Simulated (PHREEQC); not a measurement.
Make-up at 20 °C: 0.087 mol HF, 0.0023 mol NH4F, 9.7e-06 mol H4SiO4 and 7e-05 mol HCl per kg of water. Closed to the air; pH follows from the charge balance.

All values are PHREEQC results (ion-association model, phreeqc.dat), not measurements.

Q: The ionic strength comes out as 0.0106 mol/kgw. What activity coefficients do HF2-, H+, SiF6-2, Cl-, F- get?

A: HF2- 0.90, H+ 0.91, SiF6-2 0.66, Cl- 0.90, F- 0.90.

Precipitation was switched off in this run. SiF6-2 is the database's only silicon fluoride.
